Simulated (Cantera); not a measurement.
NO annealing gas

An isothermal, constant-pressure homogeneous reactor starts with 1.92 % NO, 98.1 % N₂, at 1825 K and 0.0878 atm.

Model: GRI-Mech 3.0 (53 species, 325 reactions), integrated in Cantera.

```tsv
t (s)	x NO	x N₂O	x O	x NO₂	x O₂	x N₂
0.000400	0.0192	3.75e-9	3.83e-9	1.31e-11	<1e-12	0.981
0.00118	0.0192	1.08e-8	1.15e-8	1.06e-10	6.94e-12	0.981
0.00349	0.0192	2.99e-8	3.57e-8	7.79e-10	6.27e-11	0.981
0.0103	0.0192	7.26e-8	1.19e-7	4.61e-9	6.00e-10	0.981
0.0305	0.0192	1.31e-7	4.27e-7	2.14e-8	6.35e-9	0.981
0.0901	0.0192	1.54e-7	1.46e-6	7.98e-8	7.19e-8	0.981
0.266	0.0192	1.56e-7	4.22e-6	2.32e-7	8.12e-7	0.981
0.787	0.0192	1.56e-7	7.90e-6	4.27e-7	7.28e-6	0.981
2.33	0.0192	1.56e-7	8.92e-6	4.81e-7	3.48e-5	0.981
6.87	0.0190	1.53e-7	1.01e-5	5.45e-7	0.000121	0.981
20.3	0.0184	1.45e-7	1.33e-5	7.03e-7	0.000396	0.981
60.0	0.0165	1.20e-7	2.06e-5	9.94e-7	0.00133	0.982
```
x: mole fraction; the columns are a selection and need not sum to one.

Equilibrium at this temperature and pressure: NO 0.00106, N₂O 2.02e-8, O 4.93e-5, NO₂ 1.56e-7, O₂ 0.00906, N₂ 0.990 (gas phase only).
